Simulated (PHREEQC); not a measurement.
Solution (25 °C): 0.00021 mol LiF per kg of water. Closed to the air; pH follows from the charge balance.

Model: ion-association model, wateq4f.dat, run in PHREEQC.

* **pH**: 7.06
* **ionic strength**: 0.000210 mol/kgw

```json
[
 {"species": "F-", "molality": "0.000210", "activity": "0.000207", "log γ": "-0.007"},
 {"species": "Li+", "molality": "0.000210", "activity": "0.000207", "log γ": "-0.007"},
 {"species": "OH-", "molality": "1.16e-7", "activity": "1.14e-7", "log γ": "-0.007"},
 {"species": "H+", "molality": "8.91e-8", "activity": "8.76e-8", "log γ": "-0.007"},
 {"species": "HF", "molality": "2.71e-8", "activity": "2.71e-8", "log γ": "0.000"}
]
```

No solid was allowed to form. Species that the database lacks are ignored.
